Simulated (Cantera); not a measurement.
A freely propagating, adiabatic, planar premixed flame of C₂H₄ : O₂ : N₂ : H₂O = 1 : 3.09 : 11.6 : 3.9 (molar parts), unburnt at 700 K and 570000 Pa; mixture-averaged transport, grid criteria slope 0.08 and curve 0.16, no radiation.

Model: GRI-Mech 3.0 (53 species, 325 reactions), integrated in Cantera. GRI-Mech 3.0 was tuned for natural gas; its chemistry of ethylene as a main component is partial and can be far from experiment. Burning velocities carry a grid error of a few per cent, more on coarse grids.

### Question
How do the results move with these cheaper or finer settings: unity-Lewis-number transport; multicomponent transport; multicomponent+Soret transport; grid criteria slope 0.5, curve 1; grid criteria slope 0.25, curve 0.5; grid criteria slope 0.03, curve 0.06?

### Answer
```json
[
 {"setting": "as above", "laminar burning velocity": "131 cm/s", "thermal thickness": "0.0773 mm", "peak x(H₂O₂)": "0.000425", "peak x(CO)": "0.0538", "grid points": "134"},
 {"setting": "unity-Lewis-number transport", "laminar burning velocity": "109 cm/s", "thermal thickness": "0.0804 mm", "peak x(H₂O₂)": "0.000269", "peak x(CO)": "0.0471", "grid points": "133"},
 {"setting": "multicomponent transport", "laminar burning velocity": "134 cm/s", "thermal thickness": "0.0786 mm", "peak x(H₂O₂)": "0.000424", "peak x(CO)": "0.0542", "grid points": "134"},
 {"setting": "multicomponent+Soret transport", "laminar burning velocity": "133 cm/s", "thermal thickness": "0.0785 mm", "peak x(H₂O₂)": "0.000432", "peak x(CO)": "0.0542", "grid points": "134"},
 {"setting": "grid criteria slope 0.5, curve 1", "laminar burning velocity": "143 cm/s", "thermal thickness": "0.0909 mm", "peak x(H₂O₂)": "0.000474", "peak x(CO)": "0.0534", "grid points": "33"},
 {"setting": "grid criteria slope 0.25, curve 0.5", "laminar burning velocity": "135 cm/s", "thermal thickness": "0.0810 mm", "peak x(H₂O₂)": "0.000441", "peak x(CO)": "0.0537", "grid points": "58"},
 {"setting": "grid criteria slope 0.03, curve 0.06", "laminar burning velocity": "129 cm/s", "thermal thickness": "0.0762 mm", "peak x(H₂O₂)": "0.000416", "peak x(CO)": "0.0535", "grid points": "339"}
]
```
The base run took around 6 core-seconds (rough).
Unity Lewis numbers drop preferential diffusion, which matters most where H2 and H carry the flame; Soret adds thermal diffusion.
